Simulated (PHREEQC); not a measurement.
Reverse-osmosis permeate

Model water analysis in mg/L, 25 °C, pH 5.89, pe 10.3:

```json
[
 {"constituent": "Na", "mg/L": "0.267"},
 {"constituent": "K", "mg/L": "0.0343"},
 {"constituent": "Ca", "mg/L": "1.05"},
 {"constituent": "Mg", "mg/L": "0.886"},
 {"constituent": "Cl", "mg/L": "0.251"},
 {"constituent": "S(6) as SO4", "mg/L": "4.03"},
 {"constituent": "Alkalinity as HCO3", "mg/L": "2.42"},
 {"constituent": "Cu(2)", "mg/L": "0.00957"}
]
```

Valence states are taken as typed.

Equilibrium calculation in PHREEQC: ion-association model, wateq4f.dat.

This is a speciation only: nothing precipitates in the calculation.

Question: Predict the charge-balance error.

Answer: charge-balance error 2.8 %.

Question: In which forms is C present?

Answer: CO2 74 %, HCO3- 26 % of the C.
